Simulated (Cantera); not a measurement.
Input (Python, Cantera) and output of one run.

```python
import numpy as np
import cantera as ct

gas_names = """
    C CH CH2 CH3 CH2OH CH3O CH4 CH3OH CO CO2 COOH C2 C2H CHCO,ketyl C2H2,acetylene C2H2,vinylidene
    CH2CO,ketene C2H3,vinyl CH3CO,acetyl C2H4 C2H4O,ethylen CH3CHO,ethanal CH3COOH (HCOOH)2 C2H5 C2H6
    CH3OCH3 C2H5OH C2O C3 C3H3,propargyl C3H4,allene C3H4,propyne C3H4,cyclo- C3H5,allyl C3H6,propylene
    C3H6,cyclo- C3H6O C3H7,n-propyl C3H7,i-propyl C3H8 C3H8O,1propanol C3H8O,2propanol C3O2 C4 C4H2
    C4H4,1,3-cyclo- C4H6,butadiene C4H6,2-butyne C4H6,cyclo- C4H8,1-butene C4H8,cis2-buten
    C4H8,tr2-butene C4H8,isobutene C4H8,cyclo- (CH3COOH)2 C4H9,n-butyl C4H9,i-butyl C4H9,s-butyl
    C4H9,t-butyl C4H10,isobutane C4H10,n-butane C5 C5H6,1,3cyclo- C5H8,cyclo- C5H10,1-pentene
    C5H10,cyclo- C5H11,pentyl C5H11,t-pentyl C5H12,n-pentane C5H12,i-pentane CH3C(CH3)2CH3 C6H2
    C6H5,phenyl C6H5O,phenoxy C6H6 C6H5OH,phenol C6H10,cyclo- C6H12,1-hexene C6H12,cyclo- C6H13,n-hexyl
    C7H7,benzyl C7H8 C7H8O,cresol C7H14,1-heptene C7H15,n-heptyl C7H16,n-heptane C8H8,styrene
    C8H10,ethylbenz C8H16,1-octene C8H17,n-octyl C8H18,isooctane C8H18,n-octane C9H19,n-nonyl
    C10H8,naphthale C10H21,n-decyl C12H9,o-bipheny C12H10,bipheny H HCO HO2 H2 HCHO,formaldehy HCOOH H2O
    H2O2 O OH O2 O3 Pb PbO Pb2
""".split()
cond_names = """
    C(gr) C6H6(L) C7H8(L) C8H18(L),n-octa H2O(s) H2O(L) Pb(cr) Pb(L) PbO(rd) PbO(yw) PbO(L) PbO2(s)
    Pb3O4(s)
""".split()


def load(file, names, dense=False):
    # The tables refer to 1 bar. Condensed volumes are neglected.
    table = {s.name: s for s in ct.Species.list_from_file(file)}
    out = []
    for n in names:
        d = dict(table[n].input_data)
        d["thermo"] = dict(d["thermo"], **{"reference-pressure": 1e5})
        if dense:
            d["equation-of-state"] = {"model": "constant-volume", "density": "1e6 g/cm^3"}
        out.append(ct.Species.from_dict(d))
    return out


gas = ct.Solution(thermo="ideal-gas", species=load("nasa_gas.yaml", gas_names))
cond = {s.name: ct.Solution(thermo="fixed-stoichiometry", species=[s], name=s.name)
        for s in load("nasa_condensed.yaml", cond_names, dense=True)}
atoms = {
    'PbO': {'Pb': 1, 'O': 1},
    'CH4': {'C': 1, 'H': 4},
    'H2': {'H': 2},
}
top_T = {'C(gr)': 4500, 'Pb3O4(s)': 820}  # K; cautious upper limits of use, not melting points


def equilibrate(T, P, feed):
    n = {}
    for name, mol in feed.items():
        for a, k in atoms[name].items():
            n[a] = n.get(a, 0.0) + k * mol
    gas.TPX = T, P, n
    mass = sum(n.values()) * gas.mean_molecular_weight
    gas.equilibrate("TP")
    valid = [c for c in cond.values() if c.min_temp <= T <= top_T.get(c.name, c.max_temp)]
    mix = ct.Mixture([(gas, mass / gas.mean_molecular_weight)] + [(c, 0.0) for c in valid])
    mix.T, mix.P = T, P
    mix.equilibrate("TP", solver="vcs", rtol=1e-11, max_steps=5000)
    return mix


results = []
T = 1500  # K
P = 1000  # Pa
for m in [0.57, 0.68, 0.81, 0.97, 1.2, 1.4, 1.6, 1.9, 2.3, 2.7]:
    feed = {'PbO': 1, 'CH4': m, 'H2': 6.1}  # mol
    mix = equilibrate(T, P, feed)
    results.append((T, P, feed, dict(zip(mix.species_names, mix.species_moles))))

top = {s: max(r[3][s] / sum(r[3][g] for g in gas_names) for r in results) for s in gas_names}
cols = sorted((s for s in top if top[s] > 1e-05), key=lambda s: -top[s])[:8]
seen = [c for c in cond_names if any(r[3].get(c, 0) > 1e-12 for r in results)]
print("log10 of partial pressures in bar; condensed amounts in mol")
print(f"{'n(CH4)':>10s}" + "".join(f"{s[:9]:>10s}" for s in cols + seen))
for T, P, feed, n in results:
    ng = sum(n[g] for g in gas_names)
    print(f"{feed['CH4']:10.4g}" + "".join(f"{np.log10(max(n[s] / ng * P / 1e5, 1e-99)):10.3f}" for s in cols)
          + "".join(f"{n.get(c, 0):10.4g}" for c in seen))
```

It prints:

```
log10 of partial pressures in bar; condensed amounts in mol
    n(CH4)        H2        Pb        CO       H2O       CO2         H       CH4     C(gr)
      0.57    -2.111    -2.945    -3.199    -3.325    -4.826    -5.810   -11.563         0
      0.68    -2.107    -2.961    -3.136    -3.471    -4.913    -5.808   -11.340         0
      0.81    -2.102    -2.979    -3.075    -3.718    -5.104    -5.805   -11.018         0
      0.97    -2.097    -3.000    -3.014    -4.543    -5.874    -5.803   -10.117         0
       1.2    -2.092    -3.021    -3.021    -7.878    -9.220    -5.800    -6.774    0.1997
       1.4    -2.088    -3.037    -3.037    -7.891    -9.253    -5.798    -6.766    0.3997
       1.6    -2.085    -3.053    -3.053    -7.903    -9.284    -5.797    -6.759    0.5996
       1.9    -2.080    -3.076    -3.076    -7.921    -9.329    -5.794    -6.750    0.8996
       2.3    -2.075    -3.104    -3.104    -7.943    -9.386    -5.792    -6.739       1.3
       2.7    -2.070    -3.130    -3.130    -7.965    -9.439    -5.789    -6.730       1.7
```

Cantera equilibrium calculation (NASA polynomials, part measured and part estimated; ideal gas, pure solids and liquids).
